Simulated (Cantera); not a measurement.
# Stirred combustor or abatement burner

A perfectly stirred reactor is fed with CH₄ : O₂ : N₂ = 1 : 1.25 : 4.7 (molar parts), equivalence ratio 1.6, at 0.620 bar; it is adiabatic with a 300 K inlet, and is followed from long to short residence time, starting on the burning branch (τ in s: 0.34, 0.12, 0.043, 0.015, 0.0054, 0.0019, 0.00068, 0.00024, 8.5e-05, 3e-05).

Model: GRI-Mech 3.0 (53 species, 325 reactions), integrated in Cantera.

```tsv
τ (s)	T (K)	x CH₄	x O₂	x C₂H₆	x CH₂CO	x CO₂	x NO	x H₂
0.34	1846	0.00256	0.000222	1.07e-6	6.59e-6	0.0382	2.06e-5	0.0910
0.12	1848	0.00341	0.000499	2.81e-6	1.45e-5	0.0387	1.86e-5	0.0863
0.043	1845	0.00421	0.00106	6.70e-6	2.77e-5	0.0387	1.63e-5	0.0820
0.015	1835	0.00513	0.00226	1.61e-5	4.85e-5	0.0378	1.32e-5	0.0780
0.0054	1808	0.00663	0.00495	4.13e-5	8.27e-5	0.0355	8.74e-6	0.0738
0.0019	300	0.144	0.180	<1e-12	<1e-12	<1e-12	<1e-12	<1e-12
0.00068	300	0.144	0.180	<1e-12	<1e-12	<1e-12	<1e-12	<1e-12
0.00024	300	0.144	0.180	<1e-12	<1e-12	<1e-12	<1e-12	<1e-12
8.5e-5	300	0.144	0.180	<1e-12	<1e-12	<1e-12	<1e-12	<1e-12
3.0e-5	300	0.144	0.180	<1e-12	<1e-12	<1e-12	<1e-12	<1e-12
```
x: mole fraction; the columns are a selection and need not sum to one.
